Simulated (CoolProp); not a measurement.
500 sccm (0 °C, 1 atm) of nitrogen bubbles through liquid octamethyltrisiloxane (MDM) at 317 K and leaves saturated at a total pressure of 0.0461 MPa (ideal gas phase). Each further row changes one setting.

The numbers come from the reference Helmholtz-energy equation of state, Thol 2017 in CoolProp.

```tsv
case	vapour pressure (kPa)	mole fraction of vapour	delivery (mg/min)	delivery (sccm)	change of delivery for a bath 1 K warmer (%)
as stated	1.56	0.0339	185	17.5	5.9
bath temperature 322 K	2.06	0.0446	246	23.3	5.8
total pressure 0.0922 MPa	1.56	0.0170	91.0	8.62	5.8
```
